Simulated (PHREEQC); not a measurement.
Consider water at 70 °C with 0.034 mol/kgw CuSO4 and 0.25 mol/kgw H3BO3. Closed to the air; pH follows from the charge balance.

The numbers come from PHREEQC with the ion-association model, phreeqc.dat.

Each row changes one thing in this solution. Precipitation was switched off in this run.

```tsv
case	pH	ionic strength (mol/kgw)
as made	4.25	0.0772
H3BO3 from 0.25 to 0.05 mol/kgw	4.25	0.0772
CuSO4 from 0.034 to 0.051 mol/kgw	4.19	0.110
H3BO3 left out	4.25	0.0772
temperature from 70 to 85 °C	4.15	0.0769
CuSO4 left out	4.77	1.72e-5
temperature from 70 to 90 °C	4.12	0.0768
H3BO3 from 0.25 to 0.025 mol/kgw	4.25	0.0772
```

Complexes and solids missing from the database can't appear. Constants without temperature data keep their 25 °C values here.
